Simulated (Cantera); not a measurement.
Feed: 1 mol H2S, 0.048 mol O2, equilibrated at 0.0800 bar.

Equilibrium computed with Cantera from the NASA thermochemical tables; the gas is ideal and each condensed phase is pure. Candidate condensed phases: H2O, H2SO4, S; 19 gas species. The numbers say what is thermodynamically allowed, not how fast it happens. All values below are at 2000 K.

Base state: H2 0.552, S2 0.294, H2O 0.0594, H2S 0.0500, SH 0.0288, S 0.00610, H 0.00427, SO 0.00380 (mole fractions); condensed: gas only.

Question: What changes in the equilibrium state with this change: H2S replaced by HCl?

Answer: 
```json
[
 {"species": "HCl", "before": "0", "after": "0.788"},
 {"species": "Cl", "before": "0", "after": "0.131"},
 {"species": "H2O", "before": "0.0594", "after": "0.0663"},
 {"species": "H2", "before": "0.552", "after": "0.000668"},
 {"species": "S2", "before": "0.294", "after": "0"},
 {"species": "H2S", "before": "0.0500", "after": "0"},
 {"species": "SH", "before": "0.0288", "after": "0"},
 {"species": "O2", "before": "1.20e-8", "after": "0.0103"},
 {"species": "S", "before": "0.00610", "after": "0"},
 {"species": "SO", "before": "0.00380", "after": "0"},
 {"species": "Cl2", "before": "0", "after": "0.00250"},
 {"species": "SO2", "before": "0.000795", "after": "0"},
 {"species": "S2O", "before": "0.000275", "after": "0"}
]
```
